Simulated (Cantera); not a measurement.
An adiabatic, constant-volume homogeneous reactor starts with H2 : O2 : N2 = 1 : 0.758 : 8.33 (molar parts), equivalence ratio 0.66, at 1400 K and 0.513 atm. Integrator tolerance rtol = 1e-08.

Cantera simulation using GRI-Mech 3.0 (53 species, 325 reactions); the numbers are that mechanism's predictions, not measurements.

| quantity | before | after |
|---|---|---|
| time of steepest temperature rise | 80.3 µs | 30.7 µs |
| temperature at 8.00 s | 2232 K | 2441 K |
| equilibrium temperature | 2232 K | 2441 K |
| x(H2) at 8.00 s | 0.00103 (gas-phase equilibrium 0.00103) | 0.00339 (gas-phase equilibrium 0.00339) |
| x(O2) at 8.00 s | 0.0239 (gas-phase equilibrium 0.0239) | 0.0224 (gas-phase equilibrium 0.0224) |
| x(NO) at 8.00 s | 0.00481 (gas-phase equilibrium 0.00481) | 0.00709 (gas-phase equilibrium 0.00709) |
| x(H) at 8.00 s | 0.000246 (gas-phase equilibrium 0.000246) | 0.00134 (gas-phase equilibrium 0.00134) |
| x(OH) at 8.00 s | 0.00352 (gas-phase equilibrium 0.00352) | 0.00732 (gas-phase equilibrium 0.00732) |

Q: Name the change that produced these shifts.
A. O2 0.758 to 0.36 parts
B. initial temperature 1400 to 1700 K
C. pressure from 0.513 atm to 9.87 atm
D. pressure from 0.513 atm to 0.987 atm

A: B, initial temperature 1400 to 1700 K
